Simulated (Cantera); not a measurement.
Thermodynamics of iron carbonyl, mercury and lead vapours, feed PbO + H₂

A closed system holds: 1 mol PbO, 74 mol H₂, at 720 Pa.

These are equilibrium values from Cantera (NASA tables, ideal gas, pure condensed phases), not measurements of a reactor. Candidate condensed phases: H₂O, Pb, PbO, PbO₂, Pb₃O₄; 12 gas species. Equilibrium is a limit: real reactors are often held back by kinetics, nucleation or transport.

From 477 °C to 777 °C the condensed part is Pb(l). From 877 °C to 1077 °C nothing is condensed. The main Pb-bearing gas is Pb throughout.

| T (°C) | x H₂ | x H₂O | x Pb | x H | x Pb₂ | x PbO | n Pb(l) |
|---|---|---|---|---|---|---|---|
| 477 | 0.986 | 0.0135 | 1.32e-6 | 3.70e-12 | <1e-12 | <1e-12 | 1.000 |
| 577 | 0.986 | 0.0135 | 4.42e-5 | 2.40e-10 | 9.76e-12 | <1e-12 | 0.997 |
| 677 | 0.986 | 0.0135 | 0.000699 | 6.51e-9 | 1.00e-9 | 1.23e-11 | 0.948 |
| 777 | 0.980 | 0.0134 | 0.00646 | 9.46e-8 | 4.14e-8 | 4.94e-10 | 0.519 |
| 877 | 0.973 | 0.0133 | 0.0133 | 8.67e-7 | 9.66e-8 | 3.45e-9 | 0 |
| 977 | 0.973 | 0.0133 | 0.0133 | 5.62e-6 | 5.82e-8 | 9.65e-9 | 0 |
| 1077 | 0.973 | 0.0133 | 0.0133 | 2.77e-5 | 3.77e-8 | 2.32e-8 | 0 |
x: gas mole fraction; n: condensed amount in mol.
